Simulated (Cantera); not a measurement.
Cantera run:

```python
import numpy as np
import cantera as ct

gas_names = [...]  # 110 gases of nasa_gas.yaml made of C, H, O
cond_names = """
    C(gr) C6H6(L) C7H8(L) C8H18(L),n-octa H2O(s) H2O(L)
""".split()


# ... load() reads the species with a 1 bar reference pressure and builds the phases ...
atoms = {
    'toluene': {'C': 7, 'H': 8},
    'CO2': {'C': 1, 'O': 2},
}
top_T = {'C(gr)': 4500}  # K; cautious upper limits of use, not melting points


# ... equilibrate(T, P, feed) seeds the gas with the atoms and calls Mixture.equilibrate('TP', solver="vcs", rtol=1e-11, max_steps=5000) ...
results = []
feed = {'toluene': 1, 'CO2': 3.3}  # mol
P = 1800  # Pa
for T in [975, 1125, 1275, 1425, 1575, 1725, 1875, 2025, 2175, 2325, 2475]:
    mix = equilibrate(T, P, feed)
    results.append((T, P, feed, dict(zip(mix.species_names, mix.species_moles))))
    x = sorted(zip(gas.X, gas.species_names), reverse=True)
    print(f"T = {T:g} K  P = {P:g} Pa  gas = {mix.phase_moles(0):.4g} mol")
    print("   x: " + "  ".join(f"{s} {v:.3e}" for v, s in x if v > 1e-05))
    print("   condensed (mol): " + ("  ".join(f"{mix.phase(i).name} {mix.phase_moles(i):.4g}"
          for i in range(1, mix.n_phases) if mix.phase_moles(i) > 1e-12) or "none"))
```

It prints:

```
T = 975 K  P = 1800 Pa  gas = 10.5 mol
   x: CO 6.130e-01  H2 3.777e-01  CO2 6.496e-03  H2O 2.504e-03  CH4 3.227e-04
   condensed (mol): C(gr) 3.791
T = 1125 K  P = 1800 Pa  gas = 10.59 mol
   x: CO 6.220e-01  H2 3.772e-01  CO2 4.072e-04  H2O 2.716e-04  CH4 7.390e-05
   condensed (mol): C(gr) 3.706
T = 1275 K  P = 1800 Pa  gas = 10.6 mol
   x: CO 6.226e-01  H2 3.773e-01  H2O 4.930e-05  CO2 4.891e-05  CH4 2.375e-05
   condensed (mol): C(gr) 3.701
T = 1425 K  P = 1800 Pa  gas = 10.6 mol
   x: CO 6.226e-01  H2 3.773e-01  H 3.123e-05  H2O 1.284e-05
   condensed (mol): C(gr) 3.7
T = 1575 K  P = 1800 Pa  gas = 10.6 mol
   x: CO 6.226e-01  H2 3.772e-01  H 1.902e-04
   condensed (mol): C(gr) 3.7
T = 1725 K  P = 1800 Pa  gas = 10.6 mol
   x: CO 6.224e-01  H2 3.767e-01  H 8.497e-04  C2H2,acetylene 3.471e-05
   condensed (mol): C(gr) 3.699
T = 1875 K  P = 1800 Pa  gas = 10.62 mol
   x: CO 6.217e-01  H2 3.752e-01  H 2.993e-03  C2H2,acetylene 1.189e-04
   condensed (mol): C(gr) 3.697
T = 2025 K  P = 1800 Pa  gas = 10.65 mol
   x: CO 6.199e-01  H2 3.710e-01  H 8.738e-03  C2H2,acetylene 3.357e-04
   condensed (mol): C(gr) 3.693
T = 2175 K  P = 1800 Pa  gas = 10.72 mol
   x: CO 6.158e-01  H2 3.615e-01  H 2.188e-02  C2H2,acetylene 8.067e-04
   condensed (mol): C(gr) 3.683
T = 2325 K  P = 1800 Pa  gas = 10.86 mol
   x: CO 6.077e-01  H2 3.426e-01  H 4.800e-02  C2H2,acetylene 1.675e-03  C2H 1.128e-05
   condensed (mol): C(gr) 3.663
T = 2475 K  P = 1800 Pa  gas = 11.12 mol
   x: CO 5.935e-01  H2 3.100e-01  H 9.337e-02  C2H2,acetylene 3.015e-03  C2H 6.180e-05  C3 1.864e-05  C4H2 1.210e-05
   condensed (mol): C(gr) 3.63
```

Method: chemical equilibrium by Gibbs-energy minimisation in Cantera with the NASA 1993 tables (ideal gas, pure condensed phases).
